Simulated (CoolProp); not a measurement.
Isohexane along the isobar 44.3 bar: density (kg/m³) from the reference equation and from simpler models built on Tc = 497.7 K, pc = 30.43 bar, ω = 0.280; each cubic takes its own stable root.

The numbers come from the reference Helmholtz-energy equation of state, Lemmon 2006 in CoolProp. It is a short technical equation, of lower accuracy than the large ones.

```tsv
T (K)	phase	reference
317.8	liquid	636.0
335	liquid	620.2
352.2	liquid	603.8
369.4	liquid	586.7
386.5	liquid	568.8
403.7	liquid	549.7
420.9	liquid	529.0
438.1	liquid	506.3
455.2	liquid	480.8
```

Problem. How far does each simpler model (van der Waals, Redlich-Kwong, Soave-Redlich-Kwong, Peng-Robinson) lie from the reference over these 9 states: mean and median of the absolute difference, and the worst?

Solution. 
- van der Waals: mean 37.0 %, median 37.1 %, worst -38.1 % at 317.8 K and 44.3 bar
- Redlich-Kwong: mean 12.3 %, median 12.0 %, worst -14.9 % at 455.2 K and 44.3 bar
- Soave-Redlich-Kwong: mean 9.0 %, median 8.5 %, worst -11.9 % at 455.2 K and 44.3 bar
- Peng-Robinson: mean 2.8 %, median 3.4 %, worst +4.0 % at 335 K and 44.3 bar
